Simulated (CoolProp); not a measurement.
Vapour-liquid equilibrium of acetone (1) + p-xylene (2) at 361.1 K; x and y are mole fractions of (1).

Model: multi-fluid Helmholtz-energy mixture model, Lemmon 2006 and Zhou 2012; pair parameters Bell 2016, in CoolProp.

Task: Give the bubble pressure and the first vapour's composition at x = 0.05, 0.55, 0.95. Is there an azeotrope?

Result: x = 0.05: 44.01 kPa, y = 0.537; x = 0.55: 175.8 kPa, y = 0.925; x = 0.95: 257.9 kPa, y = 0.991. No azeotrope shows between x = 0.05 and 0.95.

Pair parameters are fitted to limited data, so mixtures are less certain than the pure fluids.
